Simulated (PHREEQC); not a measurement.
0.54 g of hydrous ferric oxide (600 m²/g; 0.2 weak and 0.005 strong sites per Fe, Dzombak-Morel constants, diffuse double layer) in 1 kg of water with 0.01 mol/kgw of an inert sodium salt and 0.28 mmol/kgw MgCl2, at 25 °C; the pH is set by adding NaOH or the inert anion's acid. Oxygen is held at 0.21 atm. The system is closed to CO2. No solid was allowed to form.

Base run: PHREEQC, ion-association model, wateq4f.dat. Each further column changes one thing. The table gives surface charge σ (C/m²).

```
pH     base  background salt from 0.01 to 0.001 mol/kgw  oxide from 0.54 to 2.7 g/kgw  0.0015 mol/kgw SrCl2 added
---  ------  ------------------------------------------  ----------------------------  --------------------------
3     0.328                                       0.276                         0.333                       0.337
3.5   0.280                                       0.204                         0.287                       0.295
4     0.221                                       0.144                         0.228                       0.239
4.5   0.165                                       0.098                         0.169                       0.181
5     0.117                                       0.065                         0.119                       0.130
5.5   0.079                                       0.041                         0.080                       0.089
6     0.051                                       0.025                         0.052                       0.058
6.5   0.031                                       0.014                         0.032                       0.037
7     0.018                                       0.008                         0.018                       0.022
7.5   0.009                                       0.004                         0.009                       0.012
8     0.004                                       0.002                         0.002                       0.006
8.5   0.000                                       0.000                        -0.004                       0.002
9    -0.005                                      -0.002                        -0.012                      -0.001
```

The oxide is taken as insoluble; below pH 4 it would dissolve.
